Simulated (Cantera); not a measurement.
**Dilute partial oxidation**

A perfectly stirred reactor is fed with CH₂O : O₂ : N₂ = 0.027 : 0.0051 : 1 (molar parts), equivalence ratio 5.3, at 9.87 atm; it is held at 1525 K, and followed from long to short residence time.

Cantera simulation using GRI-Mech 3.0 (53 species, 325 reactions); the numbers are that mechanism's predictions, not measurements.

```
τ (s)    x CH₂O     x O₂    x H₂O      x NO    x C₂H₄       x H   x CH₂CO
------  -------  -------  -------  --------  --------  --------  --------
6.4     2.17e-7  1.18e-6  0.00670  2.16e-10  3.79e-12   8.98e-6  3.81e-11
2.7     3.41e-7  1.86e-6  0.00671  4.73e-10  8.90e-12   1.35e-5  8.45e-11
1.1     5.45e-7  3.00e-6  0.00671   1.12e-9  2.12e-11   2.07e-5  1.92e-10
0.46    8.67e-7  4.78e-6  0.00672   2.74e-9  4.67e-11   3.12e-5  4.11e-10
0.19    1.40e-6  7.73e-6  0.00674   6.99e-9  9.70e-11   4.68e-5  8.55e-10
0.079   2.27e-6  1.26e-5  0.00676   1.73e-8  1.84e-10   6.93e-5   1.68e-9
0.033   3.70e-6  2.05e-5  0.00681   3.83e-8  3.16e-10  0.000101   3.13e-9
0.014   6.08e-6  3.36e-5  0.00687   7.21e-8  4.89e-10  0.000146   5.43e-9
0.0056  1.05e-5  5.78e-5  0.00697   1.20e-7  7.13e-10  0.000210   9.11e-9
0.0023  1.83e-5  9.99e-5  0.00709   1.69e-7  9.73e-10  0.000293   1.41e-8
```
x: mole fraction; the columns are a selection and need not sum to one.
